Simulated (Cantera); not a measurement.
Cantera run:

```python
import numpy as np
import cantera as ct

gas_names = """
    C CO COS CO2 CS CS2 C2 C2O C3 C3O2 C4 C5 Mg MgO MgS Mg2 O O2 O3 S SO SO2 SO3 S2 S2O S8
""".split()
cond_names = """
    C(gr) Mg(cr) Mg(L) MgCO3(s) MgO(s) MgO(L) MgS(s) MgSO4(s) MgSO4(L) S(cr1) S(cr2) S(L)
""".split()


# ... load() reads the species with a 1 bar reference pressure and builds the phases ...
atoms = {
    'MgCO3': {'Mg': 1, 'C': 1, 'O': 3},
    'SO3': {'S': 1, 'O': 3},
    'O2': {'O': 2},
}
top_T = {'C(gr)': 4500, 'MgS(s)': 2250}  # K; cautious upper limits of use, not melting points


# ... equilibrate(T, P, feed) seeds the gas with the atoms and calls Mixture.equilibrate('TP', solver="vcs", rtol=1e-11, max_steps=5000) ...
results = []
feed = {'MgCO3': 1, 'SO3': 0.49, 'O2': 0.092}  # mol
T = 1750  # K
P = 44000  # Pa
mix = equilibrate(T, P, feed)
results.append((T, P, feed, dict(zip(mix.species_names, mix.species_moles))))
x = sorted(zip(gas.X, gas.species_names), reverse=True)
print(f"T = {T:g} K  P = {P:g} Pa  gas = {mix.phase_moles(0):.4g} mol")
print("   x: " + "  ".join(f"{s} {v:.3e}" for v, s in x if v > 0.001))
print("   condensed (mol): " + ("  ".join(f"{mix.phase(i).name} {mix.phase_moles(i):.4g}"
      for i in range(1, mix.n_phases) if mix.phase_moles(i) > 1e-12) or "none"))
```

It prints:

```
T = 1750 K  P = 44000 Pa  gas = 1.826 mol
   x: CO2 5.473e-01  SO2 2.673e-01  O2 1.841e-01
   condensed (mol): MgO(s) 1
```

Cantera equilibrium calculation (NASA polynomials, part measured and part estimated; ideal gas, pure solids and liquids).
